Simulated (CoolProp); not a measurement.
A Linde-Hampson liquefier for ethylene: isothermal reversible compression at 320 K from 1 atm to 40 MPa, throttling to 1 atm, return gas leaving the recuperator 2 K below the feed. Each further row changes one setting.

The numbers come from the reference Helmholtz-energy equation of state, Smukala 2000 in CoolProp.

| case | liquid yield per pass | compression work (kJ/kg of gas) |
|---|---|---|
| as stated | 0.425 | 468 |
| high pressure 80 MPa | 0.382 | 554 |
| warm-end temperature 350 K | 0.359 | 539 |
| warm-end gap 7 K | 0.418 | 468 |
